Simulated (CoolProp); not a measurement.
Vapour-liquid equilibrium of hydrogen sulfide (1) + n-pentane (2) at 217.4 K; x and y are mole fractions of (1).

Computed with CoolProp (multi-fluid Helmholtz-energy mixture model, Lemmon 2006 and Thol 2019; pair parameters Kunz 2012).

```json
[
 {"x": "0.05", "bubble pressure (bar)": "0.1295", "y at the bubble point": "0.935", "dew pressure at overall composition x (bar)": "0.009253", "liquid density (mol/L)": "9.970"},
 {"x": "0.2", "bubble pressure (bar)": "0.5603", "y at the bubble point": "0.987", "dew pressure at overall composition x (bar)": "0.01098", "liquid density (mol/L)": "11.04"},
 {"x": "0.35", "bubble pressure (bar)": "0.8775", "y at the bubble point": "0.993", "dew pressure at overall composition x (bar)": "0.01350", "liquid density (mol/L)": "12.39"},
 {"x": "0.5", "bubble pressure (bar)": "1.011", "y at the bubble point": "0.994", "dew pressure at overall composition x (bar)": "0.01753", "liquid density (mol/L)": "14.15"},
 {"x": "0.65", "bubble pressure (bar)": "1.053", "y at the bubble point": "0.995", "dew pressure at overall composition x (bar)": "0.02497", "liquid density (mol/L)": "16.53"},
 {"x": "0.8", "bubble pressure (bar)": "1.099", "y at the bubble point": "0.996", "dew pressure at overall composition x (bar)": "0.04338", "liquid density (mol/L)": "19.94"},
 {"x": "0.95", "bubble pressure (bar)": "1.211", "y at the bubble point": "0.998", "dew pressure at overall composition x (bar)": "0.1659", "liquid density (mol/L)": "25.19"}
]
```

No azeotrope shows between x = 0.05 and 0.95.

The pair parameters rest on a limited set of measurements; away from them the model extrapolates. With so large a gap from Raoult's law the liquid may split in two, which this calculation doesn't test in full.
